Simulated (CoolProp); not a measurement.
A single-stage vapour-compression cycle with R407C: evaporating at 235.15 K (dew point), condensing at 262.15 K (bubble point), superheat 5 K, subcooling 8 K, compressor efficiency 0.8, no pressure losses. Each further row changes one setting.

Computed with CoolProp (reference Helmholtz-energy equation of state, Lemmon 2003). It is a pseudo-pure fit of the blend.

| case | cooling COP | pressure ratio | discharge temperature (K) | refrigerating effect (kJ/kg) | volumetric capacity (kJ/m³) |
|---|---|---|---|---|---|
| as stated | … | 4.12 | 300.1 | 219 | 929 |
| evaporating temperature 240.15 K | … | 3.24 | 295.1 | … | 1180 |
| condensing temperature 257.15 K | … | 3.44 | 292.0 | 226 | 958 |
| subcooling 13 K | 5.27 | 4.12 | 300.1 | 226 | 958 |
| superheat 15 K | … | 4.12 | 311.0 | 227 | … |
| compressor efficiency 0.7 | 4.47 | 4.12 | 306.9 | 219 | 929 |

Q: Fill in the missing entries.

A: 
- as stated, cooling COP: 5.11
- evaporating temperature 240.15 K, cooling COP: 6.26
- evaporating temperature 240.15 K, refrigerating effect (kJ/kg): 222
- condensing temperature 257.15 K, cooling COP: 6.10
- superheat 15 K, cooling COP: 5.05
- superheat 15 K, volumetric capacity (kJ/m³): 918
